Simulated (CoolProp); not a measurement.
CF4 (R14) at 148.71 K and 16.8 MPa flows at 0.19 m/s in a round tube of 6 mm bore and 15 µm roughness, fully developed (64/Re and Nu = 3.66 if laminar; Colebrook and Gnielinski if turbulent). Each further row changes one setting.

Values from CoolProp's reference Helmholtz-energy equation of state, Platzer 1990. This equation is an older, rougher fit; its heat capacities, sound speeds and derivatives of the liquid may be far off and weren't checked against measurements.

```csv
case,Reynolds number,Darcy friction factor,pressure drop (Pa/m),heat-transfer coefficient (W/(m² K)),mass flow (kg/h)
as stated,7360,?,?,681,31.7
velocity 0.38 m/s,14700,?,635,?,63.5
diameter 12 mm,14700,0.0302,?,625,127
```

**Question.** Fill in the missing entries.

**Answer.** 
- as stated, Darcy friction factor: 0.0367
- as stated, pressure drop (Pa/m): 181
- velocity 0.38 m/s, Darcy friction factor: 0.0321
- velocity 0.38 m/s, heat-transfer coefficient (W/(m² K)): 1320
- diameter 12 mm, pressure drop (Pa/m): 74.4

Viscosity comes from a separate model (Huber 2003), an estimate that may be off by 10 % or more. Thermal conductivity comes from a separate model (Huber 2003), an estimate that may be off by 10 % or more.
